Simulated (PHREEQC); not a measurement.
PHREEQC input (ion-association model, wateq4f.dat):

```
SOLUTION_MASTER_SPECIES
  An  An-  0  An  62.0  # stands for a non-complexing anion
SOLUTION_SPECIES
  An- = An-
    -log_k 0
    -gamma 3.0 0
  PO4-3 + 3H+ = H3PO4  # constants of phreeqc.dat
    -log_k 21.721
    -delta_h -10.1 kJ
PHASES
  Fix_H+
    H+ = H+
    -log_k 0
SOLUTION 1
  temp 25
  units mmol/kgw
  pH 7 charge
  P 0.03
  Na 50.434
  Se(6) 0.17
  Se(4) 0.032
  An 50
END
SELECTED_OUTPUT 1
  -reset false
  -pH true
  -pe true
  -ionic_strength true
  -water true
  -totals Na P Se Se(-2) Se(4) Se(6)
  -molalities Hfo_wOH Hfo_wOH2+ Hfo_wO- Hfo_sOH Hfo_sOH2+ Hfo_sO- Hfo_wSeO3- Hfo_wOHSeO3-2 Hfo_wH2PO4 Hfo_wHPO4-
    Hfo_wPO4-2 Hfo_wSeO4- Hfo_wOHSeO4-2
USER_PUNCH 1
  -headings sigma psi
  10 PUNCH EDL("sigma", "Hfo"), EDL("psi", "Hfo")
PRINT
  -reset false
USE solution 1
SURFACE 1
  Hfo_wOH 0.000898876 600 0.4
  Hfo_sOH 2.24719e-05
EQUILIBRIUM_PHASES 1
  Fix_H+ -4 HAn 10
    -force_equality true
END
# ... the last block is repeated for the other 12 points of pH, with NaOH or the acid as the point needs
```

Selected output (columns that matter, 9 of 13 rows; pH added in front):

```
pH	mu	Na	P	Se	m_Hfo_wOH	m_Hfo_wOH2+	m_Hfo_wO-	m_Hfo_sOH	m_Hfo_sOH2+	m_Hfo_sO-	m_Hfo_wSeO3-	m_Hfo_wOHSeO3-2	sigma	psi
4	0.050761	0.050434	4.541e-09	7.8019e-06	4.9308e-05	0.00062528	8.9077e-08	1.6423e-06	2.0827e-05	2.9669e-09	3.0269e-05	1.4031e-06	0.16281	0.12937
5	0.050605	0.050434	3.6474e-09	2.8459e-05	0.00017553	0.00051844	1.3615e-06	5.6728e-06	1.6755e-05	4.4e-08	2.6537e-05	5.2816e-06	0.10559	0.10764
5.5	0.050594	0.050434	3.8674e-09	5.6963e-05	0.00027668	0.0004432	3.9569e-06	8.5897e-06	1.3759e-05	1.2284e-07	2.3283e-05	8.5443e-06	0.079734	0.093785
6	0.050605	0.050434	4.4909e-09	9.6984e-05	0.00039827	0.00035537	1.0225e-05	1.1717e-05	1.0455e-05	3.0081e-07	1.9186e-05	1.264e-05	0.058863	0.079239
7	0.050626	0.050434	1.6556e-08	0.00016119	0.00058195	0.00020901	3.712e-05	1.5793e-05	5.6719e-06	1.0073e-06	1.2016e-05	1.9668e-05	0.025089	0.043463
8	0.050602	0.050434	4.6524e-07	0.00017187	0.00062852	0.0001506	6.0094e-05	1.683e-05	4.0326e-06	1.6092e-06	8.6606e-06	2.1248e-05	-0.0027239	-0.005294
8.5	0.050591	0.050434	2.7866e-06	0.00017671	0.00064506	0.00012514	7.6173e-05	1.7127e-05	3.3226e-06	2.0225e-06	6.2661e-06	1.8987e-05	-0.015965	-0.029448
9	0.050637	0.050481	1.0826e-05	0.00018683	0.00066322	9.3301e-05	0.000108	1.7239e-05	2.4252e-06	2.8073e-06	2.9287e-06	1.2238e-05	-0.030542	-0.050769
10	0.050901	0.050767	2.8158e-05	0.00020077	0.00063491	4.2232e-05	0.00021866	1.5927e-05	1.0594e-06	5.4853e-06	1.2496e-07	1.1043e-06	-0.075032	-0.090682
```

The database's selenite sorption wasn't checked against measurements; a fall in acid may be a fault of its surface constants. H3PO4, which wateq4f.dat lacks, is added to it with the constant of phreeqc.dat.
